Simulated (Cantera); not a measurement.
Charge: 1 mol SiH₄, 4.9 mol O₃, held at 1375 °C and 7600 Pa.

Equilibrium computed with Cantera from the NASA thermochemical tables; the gas is ideal and each condensed phase is pure. Candidate condensed phases: H₂O, Si, SiO₂; 18 gas species. The tables hold silica as quartz up to 1696 K and as liquid above; real silica turns to tridymite and cristobalite and melts near 1996 K. Gases not in the tables: Si(OH)₄. Rates play no part.

Base state: O₂ 0.727, H₂O 0.271, OH 0.00108, O 7.85e-5, H₂ 1.33e-5 (mole fractions); condensed: SiO₂(β-quartz).

What changes in the equilibrium state with this change: 0.2 mol Cl₂ added?


| species | before | after |
|---|---|---|
| O₂ | 0.727 | 0.710 |
| H₂O | 0.271 | 0.236 |
| HCl | 0 | 0.0485 |
| Cl | 0 | 0.00360 |
| Cl₂ | 0 | 4.68e-5 |
| SiO₂(β-quartz), mol | 1.00 | 1.00 |

What changes in the equilibrium state with this change: temperature from 1375 °C to 1552 °C?


| species | before | after |
|---|---|---|
| O₂ | 0.727 | 0.726 |
| H₂O | 0.271 | 0.270 |
| OH | 0.00108 | 0.00342 |
| H | 1.18e-6 | 1.41e-5 |
| O | 7.85e-5 | 0.000475 |
| H₂ | 1.33e-5 | 7.79e-5 |
| SiO₂(β-quartz), mol | 1.00 | 0 |
| SiO₂(condensed), mol | 0 | 1.000 |

What changes in the equilibrium state with this change: O₃ from 4.9 to 0.077 mol?


| species | before | after |
|---|---|---|
| H₂ | 1.33e-5 | 0.921 |
| SiO | <1e-9 | 0.0788 |
| H | 1.18e-6 | 0.000310 |
| O₂ | 0.727 | <1e-9 |
| H₂O | 0.271 | 1.29e-5 |
| OH | 0.00108 | <1e-9 |
| O | 7.85e-5 | <1e-9 |
| SiO₂(β-quartz), mol | 1.00 | 0.0299 |
| Si(s), mol | 0 | 0.799 |
Mutual solubility and eutectic melting of coexisting phases are not modelled.
